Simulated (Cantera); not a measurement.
A closed system holds: 1 mol Ta₂O₅, 1.2 mol H₂, 5.3 mol H₂O, held at 1623.15 K and 0.770 bar.

Method: chemical equilibrium by Gibbs-energy minimisation in Cantera with the NASA 1993 tables (ideal gas, pure condensed phases). Candidate condensed phases: H₂O, Ta, Ta₂O₅; 12 gas species. Equilibrium is a limit: real reactors are often held back by kinetics, nucleation or transport.

Base state: H₂O 0.815, H₂ 0.185, H 3.39e-5 (mole fractions); condensed: Ta₂O₅(s).

What changes in the equilibrium state with this change: Ta₂O₅ replaced by ZrO₂?


```json
[
 {"species": "H₂O", "before": "0.815", "after": "0.815"},
 {"species": "H₂", "before": "0.185", "after": "0.185"},
 {"species": "H", "before": "3.39e-5", "after": "3.39e-5"},
 {"species": "Ta₂O₅(s), mol", "before": "1.00", "after": "0"},
 {"species": "ZrO₂(tetragonal), mol", "before": "0", "after": "1.00"}
]
```
Further candidate phases: Zr, ZrO₂.
